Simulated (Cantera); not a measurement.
Feed: 1 mol TiO2, 1.7 mol CO, 1.8 mol H2, held at 1250 °C and 13.0 Pa.

Cantera equilibrium calculation (NASA polynomials, part measured and part estimated; ideal gas, pure solids and liquids). Candidate condensed phases: C, C6H6, C7H8, C8H18, H2O, Ti, TiC, TiO, TiO2, Ti2O3, Ti3O5, Ti4O7; 113 gas species. Mutual solubility and eutectic melting of coexisting phases are not modelled. Condensed phases not in the tables: Magnéli phases beyond Ti4O7. Kinetics and transport are ignored.

Base state: H2 0.504, CO 0.482, H2O 0.00955, CO2 0.00340, H 0.00144 (mole fractions); condensed: TiO2(rutile) + Ti4O7(s).

Problem. What changes in the equilibrium state with this change: TiO2 replaced by Fe2O3?

Solution. 
```json
[
 {"species": "CO", "before": "0.482", "after": "0.394"},
 {"species": "H2", "before": "0.504", "after": "0.317"},
 {"species": "H2O", "before": "0.00955", "after": "0.196"},
 {"species": "CO2", "before": "0.00340", "after": "0.0907"},
 {"species": "Fe", "before": "0", "after": "0.00130"},
 {"species": "OH", "before": "8.42e-7", "after": "2.18e-5"},
 {"species": "H", "before": "0.00144", "after": "0.00114"},
 {"species": "TiO2(rutile), mol", "before": "0.819", "after": "0"},
 {"species": "Ti4O7(s), mol", "before": "0.0454", "after": "0"},
 {"species": "FeO(s), mol", "before": "0", "after": "2.00"}
]
```
The tables' stoichiometric FeO is somewhat more stable than real wüstite, so its field is too wide. FeO: taken at fixed stoichiometry. Further candidate phases: Fe, Fe(CO)5, FeO, Fe(OH)2, Fe(OH)3, Fe2O3, Fe3O4.

Problem. What changes in the equilibrium state with this change: H2 from 1.8 to 0.12 mol?

Solution. 
| species | before | after |
|---|---|---|
| CO | 0.482 | 0.927 |
| H2 | 0.504 | 0.0644 |
| CO2 | 0.00340 | 0.00655 |
| H2O | 0.00955 | 0.00122 |
| H | 0.00144 | 0.000515 |
| TiO2(rutile), mol | 0.819 | 0.943 |
| Ti4O7(s), mol | 0.0454 | 0.0141 |
